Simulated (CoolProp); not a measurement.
Vapour-liquid equilibrium of dimethyl ether (1) + R236EA (2) at 257.8 K; x and y are mole fractions of (1).

Model: multi-fluid Helmholtz-energy mixture model, Wu 2011 and Rui 2013; pair parameters Bell 2016, in CoolProp.

| x | bubble pressure (bar) | y at the bubble point | dew pressure at overall composition x (bar) | liquid density (mol/L) |
|---|---|---|---|---|
| 0.05 | 0.3916 | ___ | 0.3900 | 10.39 |
| 0.125 | 0.4043 | 0.172 | ___ | 10.73 |
| 0.2 | ___ | 0.289 | 0.4083 | 11.08 |
| 0.275 | ___ | 0.414 | 0.4206 | ___ |
| 0.35 | 0.4921 | 0.541 | 0.4356 | 11.82 |
| 0.425 | 0.5495 | 0.660 | 0.4542 | 12.21 |
| 0.5 | 0.6266 | 0.763 | 0.4772 | 12.62 |
| 0.575 | 0.7253 | 0.845 | 0.5063 | 13.04 |
| 0.65 | 0.8451 | 0.905 | 0.5438 | ___ |
| 0.725 | 0.9827 | 0.946 | ___ | 13.93 |
| 0.8 | 1.131 | 0.972 | 0.6654 | ___ |
| 0.875 | 1.281 | 0.988 | 0.7781 | 14.87 |
| 0.95 | 1.421 | 0.997 | 1.003 | 15.35 |

What belongs in the gaps?


- 0.05, y at the bubble point: 0.066
- 0.125, dew pressure at overall composition x (bar): 0.3982
- 0.2, bubble pressure (bar): 0.4231
- 0.275, bubble pressure (bar): 0.4512
- 0.275, liquid density (mol/L): 11.44
- 0.65, liquid density (mol/L): 13.48
- 0.725, dew pressure at overall composition x (bar): 0.5940
- 0.8, liquid density (mol/L): 14.39

No azeotrope shows between x = 0.05 and 0.95.

The pair parameters rest on a limited set of measurements; away from them the model extrapolates.
